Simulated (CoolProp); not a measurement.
Properties of R236FA along the isotherm 400 K (Tc = 398.1 K, pc = 3.191 MPa, ω = 0.377).

The numbers come from the reference Helmholtz-energy equation of state, Pan 2012 in CoolProp.

| p (MPa) | phase | expansivity (1/kK) | viscosity (µPa s) | conductivity (mW/(m K)) |
|---|---|---|---|---|
| 0.16 | gas | 2.665 | 14.8 | 21.9 |
| 0.319 | gas | 2.846 | 14.8 | 21.9 |
| 0.479 | gas | 3.047 | 14.9 | 22.0 |
| 0.638 | gas | 3.270 | 15.0 | 22.1 |
| 0.798 | gas | 3.522 | 15.0 | 22.2 |
| 0.957 | gas | 3.804 | 15.1 | 22.3 |
| 1.12 | gas | 4.134 | 15.2 | 22.5 |
| 1.28 | gas | 4.506 | 15.3 | 22.7 |
| 1.44 | gas | 4.937 | 15.4 | 22.9 |
| 1.6 | gas | 5.445 | 15.6 | 23.2 |

Viscosity comes from a separate model (Huber 2003), an estimate that may be off by 10 % or more. Thermal conductivity comes from a separate model (Huber 2003), an estimate that may be off by 10 % or more.
